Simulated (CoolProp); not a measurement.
Vapour-liquid equilibrium of n-butane (1) + n-decane (2) at 0.866 bar; x and y are mole fractions of (1).

The numbers come from the multi-fluid Helmholtz-energy mixture model, Bücker 2006 and Lemmon 2006; pair parameters Kunz 2012 in CoolProp.

```csv
x,"bubble temperature, mixture model (°C)","bubble temperature, Raoult's law (°C)","y, mixture model","y, Raoult's law"
0.05,105.4,100.7,0.864,0.892
0.15,52.7,55.5,0.989,0.988
0.25,33.2,36.7,0.997,0.997
0.35,22.4,25.5,0.999,0.999
0.45,15.3,17.6,0.999,0.999
0.55,10.1,11.7,1.000,1.000
0.65,6.1,6.9,1.000,1.000
0.75,2.6,3.0,1.000,1.000
0.85,-0.4,-0.3,1.000,1.000
0.95,-3.2,-3.2,1.000,1.000
```

The largest gap from Raoult's law is +4.7 K in bubble temperature, at x = 0.05. No azeotrope shows between x = 0.05 and 0.95.

Pair parameters are fitted to limited data, so mixtures are less certain than the pure fluids. The gap from Raoult's law changes sign with composition, which may be real or a fault of the pair parameters; it wasn't checked against measurements.
